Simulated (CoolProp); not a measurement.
Computed with CoolProp (reference Helmholtz-energy equation of state, Outcalt 1996). It is a modified Benedict-Webb-Rubin equation, recast in Helmholtz form.

Problem. Give the vapour pressure (MPa), enthalpy of vaporisation (kJ/kg), vapour Z, liquid conductivity (mW/(m K)) of saturated R152A at 5.95, 63.95 °C.

Solution. 
```csv
T (°C),p (MPa),enthalpy of vaporisation (kJ/kg),vapour Z,liquid conductivity (mW/(m K))
5.95,0.325,301,0.906,110
63.95,1.65,222,0.725,84.3
```

Thermal conductivity comes from a separate model (Krauss 1996).
